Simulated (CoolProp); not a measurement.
Computed with CoolProp (reference Helmholtz-energy equation of state, Schroeder 2014).

Q: Give the vapour pressure (MPa), liquid density (kg/m³), enthalpy of vaporisation (kJ/kg), surface tension (mN/m) of saturated ethanol at 331, 367.7, 373.8 K.

A: 
```json
[
 {"T (K)": "331", "p (MPa)": "0.0424", "liquid density (kg/m³)": "756", "enthalpy of vaporisation (kJ/kg)": "881", "surface tension (mN/m)": "18.7"},
 {"T (K)": "367.7", "p (MPa)": "0.185", "liquid density (kg/m³)": "720", "enthalpy of vaporisation (kJ/kg)": "821", "surface tension (mN/m)": "15.1"},
 {"T (K)": "373.8", "p (MPa)": "0.229", "liquid density (kg/m³)": "713", "enthalpy of vaporisation (kJ/kg)": "810", "surface tension (mN/m)": "14.5"}
]
```

Surface tension comes from a separate correlation (Mulero 2012).
